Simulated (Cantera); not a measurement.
**N2O furnace oxynitridation**

An isothermal, constant-pressure homogeneous reactor starts with 89.3 % N2O, 10.7 % H2O, at 1225 K and 1.01 bar.

Computed with Cantera and GRI-Mech 3.0 (53 species, 325 reactions). GRI-Mech 3.0 was tuned for natural gas; its chemistry of N2O as a main component is partial and can be far from experiment. The mechanism lacks the step 2 NO + O2 → 2 NO2, which can matter for NO2 below about 1400 K. The temperature is held fixed by assumption; the heat of reaction is taken as removed at once.

```tsv
t (s)	x N2O	x H2O	x NO	x HO2	x NO2	x O
7.00e-6	0.893	0.107	3.94e-7	3.45e-9	1.50e-12	2.43e-6
3.38e-5	0.893	0.107	3.62e-6	1.75e-7	2.43e-10	3.32e-6
0.000163	0.893	0.107	2.00e-5	3.59e-6	8.42e-8	3.32e-6
0.000788	0.891	0.107	9.23e-5	8.93e-6	7.33e-6	3.33e-6
0.00381	0.886	0.107	0.000388	6.61e-6	9.23e-5	3.29e-6
0.0184	0.860	0.106	0.00176	4.16e-6	0.000431	3.06e-6
0.0888	0.752	0.102	0.00800	1.71e-6	0.000859	2.68e-6
0.429	0.435	0.0902	0.0251	4.92e-7	0.000966	2.00e-6
2.07	0.0756	0.0769	0.0386	1.18e-7	0.000736	6.75e-7
10.0	0.000313	0.0741	0.0388	2.04e-8	0.000675	2.62e-8
```
x: mole fraction; the columns are a selection and need not sum to one.

Equilibrium at this temperature and pressure: N2O 1.56e-8, H2O 0.0741, NO 0.000254, HO2 2.03e-8, NO2 4.65e-6, O 2.34e-8 (gas phase only).
